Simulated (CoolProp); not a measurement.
Vapour-liquid equilibrium of R152A (1) + isobutane (2) at 0.966 MPa; x and y are mole fractions of (1).

Model: multi-fluid Helmholtz-energy mixture model, Outcalt 1996 and Bücker 2006; pair parameters Bell 2016, in CoolProp.

| x | bubble temperature, mixture model (°C) | bubble temperature, Raoult's law (°C) | y, mixture model | y, Raoult's law |
|---|---|---|---|---|
| 0.05 | 59.3 | 63.1 | 0.134 | 0.083 |
| 0.15 | 51.5 | 60.1 | 0.322 | 0.234 |
| 0.25 | 46.5 | 57.4 | 0.443 | 0.365 |
| 0.35 | 43.3 | 54.9 | 0.527 | 0.481 |
| 0.45 | 41.2 | 52.6 | 0.590 | 0.585 |
| 0.55 | 39.9 | 50.4 | 0.643 | 0.678 |
| 0.65 | 39.1 | 48.4 | 0.693 | 0.761 |
| 0.75 | 38.9 | 46.5 | 0.749 | 0.837 |
| 0.85 | 39.3 | 44.8 | 0.819 | 0.907 |
| 0.95 | 40.8 | 43.1 | 0.924 | 0.970 |

The largest gap from Raoult's law is -11.6 K in bubble temperature, at x = 0.35. y crosses x between x = 0.65 and 0.75: the model has an azeotrope there.

Pair parameters are fitted to limited data, so mixtures are less certain than the pure fluids.
